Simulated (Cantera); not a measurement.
A freely propagating, adiabatic, planar premixed flame of CH4 : H2 : O2 : N2 = 1 : 0.18 : 1.9 : 9.12 (molar parts), equivalence ratio 1.1, unburnt at 500 K and 0.460 bar; mixture-averaged transport, grid criteria slope 0.08 and curve 0.16, no radiation.

Model: GRI-Mech 3.0 (53 species, 325 reactions), integrated in Cantera. Burning velocities carry a grid error of a few per cent, more on coarse grids.

Problem. How do the results move with these cheaper or finer settings: unity-Lewis-number transport; multicomponent transport; multicomponent+Soret transport; grid criteria slope 0.5, curve 1; grid criteria slope 0.25, curve 0.5; grid criteria slope 0.03, curve 0.06?

Solution. 
| setting | laminar burning velocity | thermal thickness | peak x(CH3) | peak x(HCO) | grid points |
|---|---|---|---|---|---|
| as above | 84.2 cm/s | 0.829 mm | 0.00238 | 4.98e-5 | 138 |
| unity-Lewis-number transport | 55.5 cm/s | 1.03 mm | 0.00179 | 3.89e-5 | 138 |
| multicomponent transport | 84.1 cm/s | 0.838 mm | 0.00240 | 4.98e-5 | 138 |
| multicomponent+Soret transport | 83.3 cm/s | 0.836 mm | 0.00233 | 4.98e-5 | 138 |
| grid criteria slope 0.5, curve 1 | 96.1 cm/s | 0.913 mm | 0.00237 | 5.13e-5 | 45 |
| grid criteria slope 0.25, curve 0.5 | 87.9 cm/s | 0.858 mm | 0.00237 | 5.02e-5 | 71 |
| grid criteria slope 0.03, curve 0.06 | 83.1 cm/s | 0.823 mm | 0.00239 | 4.96e-5 | 369 |
The base run took roughly 30 core-seconds.
Unity Lewis numbers drop preferential diffusion, which matters most where H2 and H carry the flame; Soret adds thermal diffusion.
